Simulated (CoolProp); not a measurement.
Saturation properties of methane (Tc = 190.6 K, pc = 4.599 MPa, ω = 0.011).

Computed with CoolProp (reference Helmholtz-energy equation of state, Setzmann 1991).

```
T (K)     p (MPa)  liquid density (kg/m³)  enthalpy of vaporisation (kJ/kg)  liquid cp (kJ/(kg K))  surface tension (mN/m)
-----  ----------  ----------------------  --------------------------------  ---------------------  ----------------------
129.8      0.3629                   394.4                        (withheld)                  3.655                    9.44
135.1      0.4931                   385.5                        (withheld)                  3.730                    8.46
140.4  (withheld)                   376.1                             444.0             (withheld)                    7.49
145.6  (withheld)              (withheld)                             427.7                  3.931                    6.56
150.9       1.083                   356.1                             409.3                  4.074                    5.63
156.2       1.362                   344.9                             388.7                  4.262                    4.73
161.5       1.690                   332.8                             365.4                  4.516              (withheld)
166.8  (withheld)                   319.4                             338.6                  4.880                    3.01
172.1       2.510                   304.3                             307.2                  5.445                    2.21
```

**Question.** Fill in the missing entries.

**Answer.** 
- 129.8, enthalpy of vaporisation (kJ/kg): 472.5
- 135.1, enthalpy of vaporisation (kJ/kg): 458.9
- 140.4, p (MPa): 0.6546
- 140.4, liquid cp (kJ/(kg K)): 3.820
- 145.6, p (MPa): 0.8473
- 145.6, liquid density (kg/m³): 366.5
- 161.5, surface tension (mN/m): 3.85
- 166.8, p (MPa): 2.071

It boils at 111.7 K under 1 atm.

Surface tension comes from a separate correlation (Mulero 2012).
